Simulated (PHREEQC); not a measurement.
PHREEQC input (ion-association model, wateq4f.dat):

```
SOLUTION_MASTER_SPECIES
  An  An-  0  An  62.0  # stands for a non-complexing anion
SOLUTION_SPECIES
  An- = An-
    -log_k 0
    -gamma 3.0 0
PHASES
  Fix_H+
    H+ = H+
    -log_k 0
SOLUTION 1
  temp 25
  units mmol/kgw
  pH 7 charge
  Na 10
  An 10
END
SELECTED_OUTPUT 1
  -reset false
  -pH true
  -pe true
  -ionic_strength true
  -water true
  -totals Na
  -molalities Hfo_wOH Hfo_wOH2+ Hfo_wO- Hfo_sOH Hfo_sOH2+ Hfo_sO-
USER_PUNCH 1
  -headings sigma psi
  10 PUNCH EDL("sigma", "Hfo"), EDL("psi", "Hfo")
PRINT
  -reset false
USE solution 1
SURFACE 1
  Hfo_wOH 0.000494382 600 0.22
  Hfo_sOH 1.23596e-05
EQUILIBRIUM_PHASES 1
  Fix_H+ -4 HAn 10
    -force_equality true
  O2(g) -0.68 10
END
# ... the last block is repeated for the other 12 points of pH, with NaOH or the acid as the point needs
```

Selected output (columns that matter, 11 of 13 rows; pH added in front):

```
pH	mu	Na	m_Hfo_wOH	m_Hfo_wOH2+	m_Hfo_wO-	m_Hfo_sOH	m_Hfo_sOH2+	m_Hfo_sO-	sigma	psi
4	0.010258	0.01	0.00019921	0.00029206	3.1129e-06	4.9803e-06	7.3015e-06	7.7823e-08	0.2165	0.18479
4.5	0.010144	0.01	0.00026563	0.00022145	7.2994e-06	6.6408e-06	5.5363e-06	1.8249e-07	0.16046	0.16972
5	0.010089	0.01	0.00031543	0.00016514	1.3802e-05	7.8859e-06	4.1286e-06	3.4506e-07	0.1134	0.15209
6	0.010035	0.01	0.00036549	9.751e-05	3.1383e-05	9.1373e-06	2.4378e-06	7.8458e-07	0.049548	0.11026
6.5	0.010021	0.01	0.00037411	8.0396e-05	3.988e-05	9.3527e-06	2.0099e-06	9.9701e-07	0.030358	0.086235
7	0.010012	0.01	0.00037774	6.9835e-05	4.6807e-05	9.4435e-06	1.7459e-06	1.1702e-06	0.017254	0.060524
7.5	0.010006	0.01	0.0003791	6.314e-05	5.2143e-05	9.4775e-06	1.5785e-06	1.3036e-06	0.0082402	0.033627
8	0.010001	0.01	0.00037949	5.8376e-05	5.6515e-05	9.4873e-06	1.4594e-06	1.4129e-06	0.0013941	0.0060911
9	0.01002	0.010029	0.00037851	4.9321e-05	6.6548e-05	9.4629e-06	1.233e-06	1.6637e-06	-0.012908	-0.048801
9.5	0.010052	0.010068	0.00037611	4.3123e-05	7.5149e-05	9.4028e-06	1.0781e-06	1.8787e-06	-0.023996	-0.075092
10	0.010139	0.010167	0.00037006	3.5198e-05	8.9127e-05	9.2514e-06	8.7997e-07	2.2282e-06	-0.040408	-0.099871
```
